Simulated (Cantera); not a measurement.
Input: 1 mol Si, 0.52 mol F₂, 21 mol H₂, equilibrated at 1450 K and 7.50 Torr.

Cantera equilibrium calculation (NASA polynomials, part measured and part estimated; ideal gas, pure solids and liquids). Candidate condensed phases: Si; 25 gas species. The tables' values for SiF₃, SiF₂ are old estimates; treat these amounts as uncertain. Kinetics and transport are ignored.

Base state: H₂ 0.984, SiF₄ 0.00652, SiF₃ 0.00452, HF 0.00232, SiF₂ 0.00195, SiHF₃ 0.000936, H 9.38e-5, SiH₂F₂ 6.19e-5 (mole fractions); condensed: Si(s).

Problem. What changes in the equilibrium state with this change: pressure from 7.50 Torr to 1.00 Torr?

Solution. 
```json
[
 {"species": "H₂", "before": "0.984", "after": "0.981"},
 {"species": "SiF₃", "before": "0.00452", "after": "0.00566"},
 {"species": "SiF₄", "before": "0.00652", "after": "0.00450"},
 {"species": "SiF₂", "before": "0.00195", "after": "0.00444"},
 {"species": "SiH₂F₂", "before": "6.19e-5", "after": "1.87e-5"},
 {"species": "H", "before": "9.38e-5", "after": "0.000257"},
 {"species": "SiHF₃", "before": "0.000936", "after": "0.000428"},
 {"species": "HF", "before": "0.00232", "after": "0.00349"},
 {"species": "Si(s), mol", "before": "0.702", "after": "0.678"}
]
```
